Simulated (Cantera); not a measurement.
Charge: 1 mol Si₃N₄, 0.17 mol O₂, 2.1 mol N₂, at 1.60 Pa.

Cantera equilibrium calculation (NASA polynomials, part measured and part estimated; ideal gas, pure solids and liquids). Candidate condensed phases: Si, SiO₂, Si₂N₂O, Si₃N₄; 16 gas species. Mutual solubility and eutectic melting of coexisting phases are not modelled. Kinetics and transport are ignored.

What share of the Si ends up in condensed phases as a function of T (K), at 1023, 1098, 1173, 1248, 1323, 1398, 1473, 1548, 1623, 1698, 1773, 1848?


```tsv
T (K)	Si condensed (%)	as
1023	100.0	Si₂N₂O(s) + Si₃N₄(s)
1098	100.0	Si₂N₂O(s) + Si₃N₄(s)
1173	100.0	Si₂N₂O(s) + Si₃N₄(s)
1248	100.0	Si₂N₂O(s) + Si₃N₄(s)
1323	100.0	Si₂N₂O(s) + Si₃N₄(s)
1398	99.8	Si₂N₂O(s) + Si₃N₄(s)
1473	92.9	Si(s) + Si₂N₂O(s)
1548	88.4	Si(s)
1623	87.2	Si(s)
1698	82.2	Si(l)
1773	65.4	Si(l)
1848	0.0	-
```
